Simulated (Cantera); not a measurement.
Standard-state values (1 bar) from the NASA 1993 polynomials, evaluated with Cantera. Values are per mole of reaction as written; species without (g) are pure solids or liquids, kept so even where they would boil at 1 bar.

**Question.** Between 473 and 1973 K, where is each reaction favourable under standard conditions?
- V + O2(g) ⇌ VO2(g)
- 2 Pb + O2(g) ⇌ 2 PbO(g)
- 1.2 Ti + O2(g) ⇌ 0.4 Ti3O5

**Answer.** 
- V + O2(g) ⇌ VO2(g): ΔG° is -247 kJ at 473 K and -276 kJ at 1973 K; it stays negative (K > 1). ΔH° is -252 kJ and ΔS° 12 J/K at 1973 K.
- 2 Pb + O2(g) ⇌ 2 PbO(g): ΔG° is 73 kJ at 473 K and -85 kJ at 1973 K; it changes sign between 1073 and 1223 K. ΔH° is 99 kJ and ΔS° 93 J/K at 1973 K.
- 1.2 Ti + O2(g) ⇌ 0.4 Ti3O5: ΔG° is -894 kJ at 473 K and -643 kJ at 1973 K; it stays negative (K > 1). ΔH° is -979 kJ and ΔS° -170 J/K at 1973 K.
